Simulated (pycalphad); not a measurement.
Effect of B content in Ti-Hf-B

Source of the numbers: pycalphad with the COST 507 light-alloy database (1999); pressure 1 atm. These are 1990s assessments: newer ones move some temperatures and phases. Amounts are mole fractions of atoms. Diffusion is slow at the low end, where real alloys seldom reach equilibrium.

| alloy | liquidus (°C) | first solid | solidus (°C) | phases at 337 °C |
|---|---|---|---|---|
| Ti-1.002Hf-0.07417B (wt.%) | 1660 | bcc | 1541 | hcp 0.99, BM 0.01 |
| Ti-1.01Hf-0.2967B (wt.%) | (withheld) | bcc | 1541 | (withheld) |
| Ti-1.015Hf-0.4484B (wt.%) | 1626 | bcc | 1541 | hcp 0.96, BM 0.04 |
| Ti-1.02Hf-0.5994B (wt.%) | 1613 | bcc | 1541 | hcp 0.95, BM 0.05 |
| Ti-1.041Hf-1.224B (wt.%) | 1566 | bcc | 1541 | hcp 0.90, BM 0.10 |

Fill in the missing entries.


- Ti-1.01Hf-0.2967B (wt.%), liquidus (°C): 1639
- Ti-1.01Hf-0.2967B (wt.%), phases at 337 °C: hcp 0.97, BM 0.03

Database names, with the compositions (at.%) that they take in these runs: BM: Ti 50 B 50.
